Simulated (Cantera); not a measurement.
A freely propagating, adiabatic, planar premixed flame of 12.8 % CH4, 18.3 % O2, 68.8 % N2, unburnt at 325 K and 0.420 bar; multicomponent transport, grid criteria slope 0.08 and curve 0.16, no radiation.

Detailed kinetics in Cantera: GRI-Mech 3.0 (53 species, 325 reactions). Burning velocities carry a grid error of a few per cent, more on coarse grids.

x: mole fraction of selected species; z is measured from the peak of heat release.

```csv
z (mm),T (K),u (m/s),x CH4,x O2,x N2O,x CH3,x C2H2,x C2H6
-4.51,325,0.266,0.128,0.183,<1e-8,<1e-8,<1e-8,1.75e-8
-3.01,328,0.269,0.127,0.182,<1e-8,1.38e-8,1.99e-7,4.62e-7
-2.26,343,0.284,0.126,0.180,<1e-8,9.16e-8,1.93e-6,5.44e-6
-1.50,467,0.392,0.117,0.170,<1e-8,2.04e-6,3.04e-5,0.000113
-0.752,988,0.851,0.0775,0.124,<1e-8,0.000249,0.000303,0.00129
-0.376,1391,1.21,0.0421,0.0782,<1e-8,0.00183,0.000717,0.00157
0,[?],1.53,[?],[?],[?],[?],[?],[?]
0.376,1892,1.67,[?],[?],<1e-8,[?],[?],[?]
0.752,1933,1.71,0.000221,0.00191,<1e-8,0.000221,0.000364,1.26e-7
1.50,1949,1.72,9.83e-6,0.000196,<1e-8,1.14e-5,5.24e-5,<1e-8
3.01,1957,1.72,2.23e-7,8.03e-5,<1e-8,2.60e-7,2.08e-6,<1e-8
6.02,1966,1.73,<1e-8,5.36e-5,<1e-8,<1e-8,2.47e-8,<1e-8
12.0,1976,1.74,<1e-8,2.90e-5,<1e-8,<1e-8,<1e-8,<1e-8
```

Q: Some entries are withheld; supply them.

A: 
- 0, T (K): 1738
- 0, x CH4: 0.0114
- 0, x O2: 0.0315
- 0, x N2O: 1.19e-8
- 0, x CH3: 0.00314
- 0, x C2H2: 0.00139
- 0, x C2H6: 0.000225
- 0.376, x CH4: 0.00158
- 0.376, x O2: 0.00820
- 0.376, x CH3: 0.00110
- 0.376, x C2H2: 0.000953
- 0.376, x C2H6: 5.11e-6
